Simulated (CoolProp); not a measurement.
Values from CoolProp's reference Helmholtz-energy equation of state, Lemmon 2016.

Problem. Give the vapour pressure (MPa), liquid density (kg/m³), liquid cp (kJ/(kg K)), vapour Z of saturated R115 at 280.1, 296, 316 K.

Solution. 
```
T (K)  p (MPa)  liquid density (kg/m³)  liquid cp (kJ/(kg K))  vapour Z
-----  -------  ----------------------  ---------------------  --------
280.1    0.546                    1370                   1.04     0.858
296      0.854                    1300                   1.10     0.803
316       1.40                    1190                   1.22     0.714
```
